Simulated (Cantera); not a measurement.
A freely propagating, adiabatic, planar premixed flame of H₂ : O₂ : N₂ : H₂O = 1 : 0.278 : 1.04 : 0.079 (molar parts), unburnt at 550 K and 9.87 atm; unity-Lewis-number transport, grid criteria slope 0.08 and curve 0.16, no radiation.

Model: the H2/O2 subset of GRI-Mech 3.0, which has no nitrogen chemistry, integrated in Cantera. The hydrogen kinetics of GRI-Mech 3.0 are dated; newer H2 mechanisms differ, most at raised pressure. Unity Lewis numbers drop preferential diffusion, which matters most where H2 and H carry the flame. Burning velocities carry a grid error of a few per cent, more on coarse grids.

Question: Predict: laminar burning velocity; thermal thickness; peak x(O); peak x(H); peak x(OH).

Answer: 
```
Quantity                      Value
------------------------  ---------
laminar burning velocity   412 cm/s
thermal thickness         0.0238 mm
peak x(O)                   0.00133
peak x(H)                    0.0365
peak x(OH)                  0.00502
```
